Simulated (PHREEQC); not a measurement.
Consider water at 25 °C with 0.25 mol CuSO4, 0.049 mol HNO3 and 0.13 mol NaCl per kg of water. Closed to the air; pH follows from the charge balance.

Equilibrium calculation in PHREEQC: ion-association model, phreeqc.dat.

Task: The ionic strength comes out as 0.655 mol/kgw. What activity coefficients do NO3-, Cl-, H+, CuCl+, Na+ get?

Result: NO3- 0.59, Cl- 0.63, H+ 0.76, CuCl+ 0.63, Na+ 0.72.

No solid was allowed to form.
